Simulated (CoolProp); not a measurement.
20 sccm (0 °C, 1 atm) of nitrogen bubbles through liquid methanol at 280.3 K and leaves saturated at a total pressure of 0.102 MPa (ideal gas phase). Each further row changes one setting.

Computed with CoolProp (reference Helmholtz-energy equation of state, de Reuck 1993).

| case | vapour pressure (kPa) | mole fraction of vapour | delivery (mg/min) | delivery (sccm) | change of delivery for a bath 1 K warmer (%) |
|---|---|---|---|---|---|
| as stated | 6.29 | [?] | 1.88 | [?] | 6.5 |
| bath temperature 285.3 K | 8.42 | 0.0826 | [?] | 1.80 | 6.4 |
| total pressure 0.204 MPa | 6.29 | [?] | [?] | 0.636 | 6.3 |

Problem. Some entries are withheld; supply them.

Solution. 
- as stated, mole fraction of vapour: 0.0617
- as stated, delivery (sccm): 1.31
- bath temperature 285.3 K, delivery (mg/min): 2.57
- total pressure 0.204 MPa, mole fraction of vapour: 0.0308
- total pressure 0.204 MPa, delivery (mg/min): 0.909
